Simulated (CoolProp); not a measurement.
Vapour-liquid equilibrium of cyclopentane (1) + ethanol (2) at 1290 kPa; x and y are mole fractions of (1).

Model: multi-fluid Helmholtz-energy mixture model, Gedanitz 2015 and Schroeder 2014; pair parameters Bell 2016, in CoolProp.

```json
[
 {"x": "0.05", "bubble temperature (°C)": "158.1", "y at the bubble point": "0.104", "dew temperature at overall composition x (°C)": "159.7", "liquid density (mol/L)": "13.32"},
 {"x": "0.15", "bubble temperature (°C)": "150.8", "y at the bubble point": "0.313", "dew temperature at overall composition x (°C)": "156.6", "liquid density (mol/L)": "12.63"},
 {"x": "0.25", "bubble temperature (°C)": "144.1", "y at the bubble point": "0.472", "dew temperature at overall composition x (°C)": "153.2", "liquid density (mol/L)": "11.98"},
 {"x": "0.35", "bubble temperature (°C)": "139.9", "y at the bubble point": "0.564", "dew temperature at overall composition x (°C)": "149.3", "liquid density (mol/L)": "11.32"},
 {"x": "0.45", "bubble temperature (°C)": "138.1", "y at the bubble point": "0.607", "dew temperature at overall composition x (°C)": "145.1", "liquid density (mol/L)": "10.68"},
 {"x": "0.55", "bubble temperature (°C)": "137.6", "y at the bubble point": "0.627", "dew temperature at overall composition x (°C)": "140.5", "liquid density (mol/L)": "10.10"},
 {"x": "0.65", "bubble temperature (°C)": "137.5", "y at the bubble point": "0.639", "dew temperature at overall composition x (°C)": "137.6", "liquid density (mol/L)": "9.615"},
 {"x": "0.75", "bubble temperature (°C)": "137.8", "y at the bubble point": "0.658", "dew temperature at overall composition x (°C)": "141.6", "liquid density (mol/L)": "9.234"},
 {"x": "0.85", "bubble temperature (°C)": "139.5", "y at the bubble point": "0.706", "dew temperature at overall composition x (°C)": "146.9", "liquid density (mol/L)": "8.924"},
 {"x": "0.95", "bubble temperature (°C)": "146.6", "y at the bubble point": "0.845", "dew temperature at overall composition x (°C)": "152.5", "liquid density (mol/L)": "8.591"}
]
```

y crosses x between x = 0.55 and 0.65: the model has an azeotrope there.

The pair parameters rest on a limited set of measurements; away from them the model extrapolates. With so large a gap from Raoult's law the liquid may split in two, which this calculation doesn't test in full.
